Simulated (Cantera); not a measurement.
Input: 1 mol NaCl, 28 mol N2.

Cantera equilibrium calculation (NASA polynomials, part measured and part estimated; ideal gas, pure solids and liquids). Candidate condensed phases: Na, NaCl; 8 gas species. Rates play no part.

Stable condensed phases, one row left out:

```
T in °C \ P in Pa
           0.10      1     10    100   1000  10000 100000
   2000       A      A      A      A      A      A      A
   1800       A      A      A      A      A      A      A
   1600       A      A      A      A      A      A      A
   1400       A      A      A      A      A      A      A
   1200       A      A      A      A      A      A      A
   1000       A      A      A      A      A      A      B
    800       A      A      A      A      A      B      B
    400       B      B      B      B      B      B      B
```

A: gas only; B: NaCl.

**Question.** Give the row for 600 °C.

**Answer.** 0.10: gas only; 1: gas only; 10: NaCl; 100: NaCl; 1000: NaCl; 10000: NaCl; 100000: NaCl.
